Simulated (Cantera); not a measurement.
A perfectly stirred reactor is fed with CH₄ : N₂ = 1 : 32 (molar parts), at 21.8 Torr; it is held at 1550 K, and followed from long to short residence time.

Cantera simulation using GRI-Mech 3.0 (53 species, 325 reactions); the numbers are that mechanism's predictions, not measurements. GRI-Mech 3.0 stops at C3 and has no aromatics, soot or wall deposition, so with more carbon than oxygen in the feed, carbon stays in small species such as C2H2 where larger ones or solid carbon would form. Radical loss at walls, strong at low pressure, is not modelled.

x: mole fraction; the columns are a selection and need not sum to one.

```
τ (s)     x CH₄     x C₂H     x HCN     x CH₂     x CH₃      x H₂
-------  ------  --------  --------  --------  --------  --------
2.1      0.0165   8.52e-9   1.79e-7   6.62e-8       ___    0.0196
0.68     0.0229   3.98e-9   3.50e-8   7.56e-8  0.000216   0.00998
0.22     0.0281  7.60e-10   2.29e-9   5.47e-8  0.000204   0.00260
0.070    0.0301  3.17e-11  2.58e-11   1.29e-8       ___  0.000208
0.022    0.0303    <1e-12    <1e-12   1.57e-9       ___   2.18e-5
0.0072   0.0303    <1e-12    <1e-12  1.90e-10       ___   5.63e-6
0.0023   0.0303    <1e-12    <1e-12  2.35e-11       ___   1.72e-6
0.00074  0.0303    <1e-12    <1e-12  3.36e-12       ___   5.29e-7
0.00024  0.0303    <1e-12    <1e-12    <1e-12       ___   1.51e-7
```

Question: Complete the blanks.

Answer: 
- 2.1, x CH₃: 0.000168
- 0.070, x CH₃: 9.84e-5
- 0.022, x CH₃: 3.30e-5
- 0.0072, x CH₃: 1.09e-5
- 0.0023, x CH₃: 3.47e-6
- 0.00074, x CH₃: 1.09e-6
- 0.00024, x CH₃: 3.34e-7
